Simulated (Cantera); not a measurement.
A freely propagating, adiabatic, planar premixed flame of CO : H2 : O2 : N2 : CO2 = 1 : 0.072 : 0.616 : 2.32 : 0.56 (molar parts), unburnt at 375 K and 0.168 atm; mixture-averaged transport, grid criteria slope 0.08 and curve 0.16, no radiation.

Cantera simulation using GRI-Mech 3.0 (53 species, 325 reactions); the numbers are that mechanism's predictions, not measurements. Burning velocities carry a grid error of a few per cent, more on coarse grids.

Problem. How do the results move with these cheaper or finer settings: unity-Lewis-number transport; multicomponent transport; multicomponent+Soret transport; grid criteria slope 0.5, curve 1; grid criteria slope 0.25, curve 0.5; grid criteria slope 0.03, curve 0.06?

Solution. 
```json
[
 {"setting": "as above", "laminar burning velocity": "39.6 cm/s", "thermal thickness": "7.37 mm", "peak x(O)": "0.0128", "peak x(HO2)": "9.37e-5", "grid points": "130"},
 {"setting": "unity-Lewis-number transport", "laminar burning velocity": "28.6 cm/s", "thermal thickness": "6.07 mm", "peak x(O)": "0.0136", "peak x(HO2)": "4.49e-5", "grid points": "126"},
 {"setting": "multicomponent transport", "laminar burning velocity": "39.4 cm/s", "thermal thickness": "7.36 mm", "peak x(O)": "0.0127", "peak x(HO2)": "9.37e-5", "grid points": "130"},
 {"setting": "multicomponent+Soret transport", "laminar burning velocity": "37.3 cm/s", "thermal thickness": "7.43 mm", "peak x(O)": "0.0126", "peak x(HO2)": "9.11e-5", "grid points": "130"},
 {"setting": "grid criteria slope 0.5, curve 1", "laminar burning velocity": "42.0 cm/s", "thermal thickness": "8.80 mm", "peak x(O)": "0.0124", "peak x(HO2)": "8.42e-5", "grid points": "41"},
 {"setting": "grid criteria slope 0.25, curve 0.5", "laminar burning velocity": "40.2 cm/s", "thermal thickness": "7.80 mm", "peak x(O)": "0.0128", "peak x(HO2)": "8.91e-5", "grid points": "64"},
 {"setting": "grid criteria slope 0.03, curve 0.06", "laminar burning velocity": "39.6 cm/s", "thermal thickness": "7.25 mm", "peak x(O)": "0.0128", "peak x(HO2)": "9.47e-5", "grid points": "311"}
]
```
The base run took roughly 21 core-seconds.
Unity Lewis numbers drop preferential diffusion, which matters most where H2 and H carry the flame; Soret adds thermal diffusion.
